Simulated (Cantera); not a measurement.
Cantera run:

```python
import numpy as np
import cantera as ct

gas_names = [...]  # 63 gases of nasa_gas.yaml made of F, N, O, S
cond_names = """
    S(cr1) S(cr2) S(L)
""".split()


# ... load() reads the species with a 1 bar reference pressure and builds the phases ...
atoms = {
    'NF3': {'N': 1, 'F': 3},
    'SO2': {'S': 1, 'O': 2},
}
top_T = {}  # K; cautious upper limits of use, not melting points


# ... equilibrate(T, P, feed) seeds the gas with the atoms and calls Mixture.equilibrate('TP', solver="vcs", rtol=1e-11, max_steps=5000) ...
results = []
feed = {'NF3': 1, 'SO2': 0.0057}  # mol
P = 22000  # Pa
for T in [2000, 2250, 2500, 2750, 3000, 3250, 3500, 3750, 4000, 4250, 4500, 4750, 5000]:
    mix = equilibrate(T, P, feed)
    results.append((T, P, feed, dict(zip(mix.species_names, mix.species_moles))))

top = {s: max(r[3][s] / sum(r[3][g] for g in gas_names) for r in results) for s in gas_names}
cols = sorted((s for s in top if top[s] > 1e-05), key=lambda s: -top[s])[:9]
seen = [c for c in cond_names if any(r[3].get(c, 0) > 1e-12 for r in results)]
print("log10 of partial pressures in bar; condensed amounts in mol")
print(f"{'T/K':>10s}" + "".join(f"{s[:9]:>10s}" for s in cols + seen))
for T, P, feed, n in results:
    ng = sum(n[g] for g in gas_names)
    print(f"{T:10.4g}" + "".join(f"{np.log10(max(n[s] / ng * P / 1e5, 1e-99)):10.3f}" for s in cols)
          + "".join(f"{n.get(c, 0):10.4g}" for c in seen))
```

Result:

```
log10 of partial pressures in bar; condensed amounts in mol
       T/K         F        N2         N         O         S        O2        F2      SOF2       SF2
      2000    -0.727    -1.502    -9.796    -4.989    -9.398    -3.629    -3.785    -3.837    -4.377
      2250    -0.726    -1.503    -8.402    -4.333    -6.694    -3.799    -4.274    -4.084    -3.844
      2500    -0.726    -1.504    -7.286    -3.855    -5.043    -4.032    -4.668    -4.842    -3.934
      2750    -0.726    -1.505    -6.372    -3.505    -4.102    -4.307    -4.992    -5.916    -4.420
      3000    -0.726    -1.505    -5.609    -3.301    -3.672    -4.710    -5.264    -7.252    -5.182
      3250    -0.727    -1.505    -4.962    -3.215    -3.519    -5.226    -5.495    -8.681    -6.039
      3500    -0.727    -1.505    -4.407    -3.183    -3.473    -5.752    -5.694   -10.033    -6.860
      3750    -0.727    -1.506    -3.926    -3.170    -3.458    -6.236    -5.868   -11.245    -7.599
      4000    -0.727    -1.507    -3.505    -3.163    -3.453    -6.671    -6.022   -12.319    -8.254
      4250    -0.727    -1.511    -3.133    -3.159    -3.451    -7.059    -6.159   -13.273    -8.837
      4500    -0.728    -1.518    -2.804    -3.157    -3.452    -7.406    -6.284   -14.126    -9.359
      4750    -0.730    -1.530    -2.513    -3.157    -3.454    -7.720    -6.398   -14.893    -9.831
      5000    -0.732    -1.551    -2.255    -3.158    -3.457    -8.006    -6.504   -15.591   -10.260
```

Equilibrium computed with Cantera from the NASA thermochemical tables; the gas is ideal and each condensed phase is pure. The tables' values for SOF2, SF3 are old estimates; treat these amounts as uncertain.
